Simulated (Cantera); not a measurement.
Charge: 1 mol AlCl3, 0.63 mol O2, 46 mol N2, at 0.133 bar.

These are equilibrium values from Cantera (NASA tables, ideal gas, pure condensed phases), not measurements of a reactor. Candidate condensed phases: Al, AlCl3, AlN, Al2O3; 24 gas species. The tables' values for AlCl2 are old estimates; treat these amounts as uncertain. Condensed phases not in the tables: AlOCl. Kinetics and transport are ignored.

x: gas mole fraction; n: condensed amount in mol.

| T (K) | x N2 | x Cl | x Cl2 | x AlCl3 | x Al2Cl6 | x AlCl2 | x AlOCl | n Al2O3(s) |
|---|---|---|---|---|---|---|---|---|
| 600 | 0.971 | 8.73e-9 | 0.0266 | 0.00196 | 0.000708 | <1e-12 | <1e-12 | 0.420 |
| 800 | 0.970 | 4.17e-6 | 0.0266 | 0.00336 | 5.04e-6 | <1e-12 | <1e-12 | 0.420 |
| 1000 | 0.970 | 0.000173 | 0.0265 | 0.00337 | 1.51e-7 | <1e-12 | <1e-12 | 0.420 |
| 1200 | 0.969 | 0.00207 | 0.0255 | 0.00337 | 1.55e-8 | 7.58e-11 | 4.04e-12 | 0.420 |
| 1400 | 0.965 | (withheld) | (withheld) | 0.00337 | (withheld) | 6.07e-9 | (withheld) | 0.420 |
| 1600 | 0.955 | 0.0309 | 0.0105 | 0.00343 | 1.05e-9 | 2.13e-7 | 8.67e-8 | 0.417 |
| 1800 | 0.948 | (withheld) | (withheld) | 0.00344 | (withheld) | 4.92e-6 | (withheld) | 0.416 |
| 2000 | 0.946 | 0.0503 | 0.000620 | 0.00331 | 2.11e-10 | 7.27e-5 | 3.19e-5 | 0.417 |
| 2200 | 0.944 | 0.0519 | 0.000164 | 0.00260 | 7.69e-11 | 0.000556 | 0.000248 | 0.413 |

Complete the blanks.


- 1400, x Cl: 0.0112
- 1400, x Cl2: 0.0208
- 1400, x Al2Cl6: 3.19e-9
- 1400, x AlOCl: 1.22e-9
- 1800, x Cl: 0.0459
- 1800, x Cl2: 0.00281
- 1800, x Al2Cl6: 4.44e-10
- 1800, x AlOCl: 2.34e-6
